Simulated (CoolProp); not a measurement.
Vapour-liquid equilibrium of carbon monoxide (1) + methane (2) at 114.2 K; x and y are mole fractions of (1).

Computed with CoolProp (multi-fluid Helmholtz-energy mixture model, Lemmon 2006 and Setzmann 1991; pair parameters Kunz 2012).

Problem. Give the bubble pressure and the first vapour's composition at x = 0.15, 0.25, 0.75. Is there an azeotrope?

Solution. x = 0.15: 3.348 bar, y = 0.662; x = 0.25: 4.777 bar, y = 0.780; x = 0.75: 10.65 bar, y = 0.947. No azeotrope shows between x = 0.05 and 0.95.

Pair parameters are fitted to limited data, so mixtures are less certain than the pure fluids. The gap from Raoult's law changes sign with composition, which may be real or a fault of the pair parameters; it wasn't checked against measurements.
